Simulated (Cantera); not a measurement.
Cantera run:

```python
import numpy as np
import cantera as ct

gas_names = """
    H HNO HNO2 HNO3 HO2 H2 H2O H2O2 N NH NH2 NH3 NH2OH NO NO2 NO3 N2 N2H2 N2H4 N2O O OH O2 O3 Si SiH
    SiH2 SiH3 SiH4 SiN SiO SiO2 Si2 Si2N Si3
""".split()
cond_names = """
    H2O(s) H2O(L) Si(cr) Si(L) SiO2(Lqz) SiO2(hqz) SiO2(L) Si2N2O(s) Si3N4(a)
""".split()


# ... load() reads the species with a 1 bar reference pressure and builds the phases ...
atoms = {
    'Si3N4': {'Si': 3, 'N': 4},
    'H2O': {'H': 2, 'O': 1},
    'H2': {'H': 2},
}
top_T = {'Si2N2O(s)': 2100, 'Si3N4(a)': 2400}  # K; cautious upper limits of use, not melting points


# ... equilibrate(T, P, feed) seeds the gas with the atoms and calls Mixture.equilibrate('TP', solver="vcs", rtol=1e-11, max_steps=5000) ...
results = []
feed = {'Si3N4': 1, 'H2O': 1.1, 'H2': 21}  # mol
T = 2050  # K
P = 100000  # Pa
mix = equilibrate(T, P, feed)
results.append((T, P, feed, dict(zip(mix.species_names, mix.species_moles))))
x = sorted(zip(gas.X, gas.species_names), reverse=True)
print(f"T = {T:g} K  P = {P:g} Pa  gas = {mix.phase_moles(0):.4g} mol")
print("   x: " + "  ".join(f"{s} {v:.3e}" for v, s in x if v > 0.001))
print("   condensed (mol): " + ("  ".join(f"{mix.phase(i).name} {mix.phase_moles(i):.4g}"
      for i in range(1, mix.n_phases) if mix.phase_moles(i) > 1e-12) or "none"))
```

It prints:

```
T = 2050 K  P = 100000 Pa  gas = 25.11 mol
   x: H2 8.788e-01  N2 7.730e-02  SiO 4.145e-02  H 2.127e-03
   condensed (mol): Si(L) 1.835  Si2N2O(s) 0.05859
```

Equilibrium computed with Cantera from the NASA thermochemical tables; the gas is ideal and each condensed phase is pure. Mutual solubility and eutectic melting of coexisting phases are not modelled. Gases not in the tables: Si2H6 and higher silanes.
